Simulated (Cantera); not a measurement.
Input: 1 mol MgO, 0.024 mol HCl, a varied amount of O2, held at 675 °C and 10.0 mbar.

Method: chemical equilibrium by Gibbs-energy minimisation in Cantera with the NASA 1993 tables (ideal gas, pure condensed phases). Candidate condensed phases: H2O, Mg, MgCl2, MgO, Mg(OH)2; 22 gas species. Condensed phases not in the tables: MgOHCl. The numbers say what is thermodynamically allowed, not how fast it happens.

x: gas mole fraction; n: condensed amount in mol.

```
n(O2) (mol)   x O2   x HCl    x H2O    x Cl2      x Cl  x MgCl2       x ClO  n MgO(s)
-----------  -----  ------  -------  -------  --------  -------  ----------  --------
0.097        0.799   0.141   0.0299   0.0298  0.000296  4.79e-6  (withheld)     1.000
0.14         0.852   0.103   0.0223   0.0221  0.000255  3.45e-6  (withheld)     1.000
0.19         0.887  0.0788   0.0171   0.0170  0.000224  2.60e-6  (withheld)     1.000
0.27         0.918  0.0571   0.0125   0.0124  0.000191  1.86e-6  (withheld)     1.000
0.39         0.942  0.0404  0.00893  0.00884  0.000161  1.31e-6  (withheld)     1.000
0.55         0.958  0.0290  0.00645  0.00638  0.000137  9.37e-7  (withheld)     1.000
0.78         0.970  0.0207  0.00462  0.00456  0.000116  6.65e-7  (withheld)     1.000
```

**Question.** Complete the blanks.

**Answer.** 
- 0.097, x ClO: 1.91e-6
- 0.14, x ClO: 1.70e-6
- 0.19, x ClO: 1.52e-6
- 0.27, x ClO: 1.32e-6
- 0.39, x ClO: 1.13e-6
- 0.55, x ClO: 9.68e-7
- 0.78, x ClO: 8.23e-7
